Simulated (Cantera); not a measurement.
Charge: 1 mol Fe3O4, 1.5 mol HCl, 0.35 mol O2, at 75.0 Torr.

Method: chemical equilibrium by Gibbs-energy minimisation in Cantera with the NASA 1993 tables (ideal gas, pure condensed phases). Candidate condensed phases: Fe, FeCl2, FeCl3, FeO, Fe(OH)2, Fe(OH)3, Fe2O3, Fe3O4, H2O; 22 gas species. Rates play no part. All values below are at 1598 K.

Base state: HCl 0.518, O2 0.194, H2O 0.139, FeCl2 0.111, Cl 0.0272, Cl2 0.00625, FeCl3 0.00544, OH 0.000357 (mole fractions); condensed: Fe3O4(s).

Problem. What changes in the equilibrium state with this change: O2 from 0.35 to 0.019 mol?

Solution. 
```
species         before    after
-------------  -------  -------
HCl              0.518    0.605
H2O              0.139    0.178
FeCl2            0.111    0.159
O2               0.194   0.0323
Cl              0.0272   0.0179
ClO            8.25e-5  2.22e-5
H2             6.45e-6  2.03e-5
Fe3O4(s), mol    0.927    0.915
```

Problem. What changes in the equilibrium state with this change: Fe3O4 replaced by MgO?

Solution. 
```json
[
 {"species": "HCl", "before": "0.518", "after": "0.635"},
 {"species": "O2", "before": "0.194", "after": "0.171"},
 {"species": "H2O", "before": "0.139", "after": "0.0864"},
 {"species": "FeCl2", "before": "0.111", "after": "0"},
 {"species": "MgCl2", "before": "0", "after": "0.0519"},
 {"species": "Cl2", "before": "0.00625", "after": "0.0142"},
 {"species": "Cl", "before": "0.0272", "after": "0.0409"},
 {"species": "FeCl3", "before": "0.00544", "after": "0"},
 {"species": "Fe2Cl4", "before": "2.44e-5", "after": "0"},
 {"species": "Fe3O4(s), mol", "before": "0.927", "after": "0"},
 {"species": "MgO(s), mol", "before": "0", "after": "0.904"}
]
```
Further candidate phases: Mg, MgCl2, MgO, Mg(OH)2.
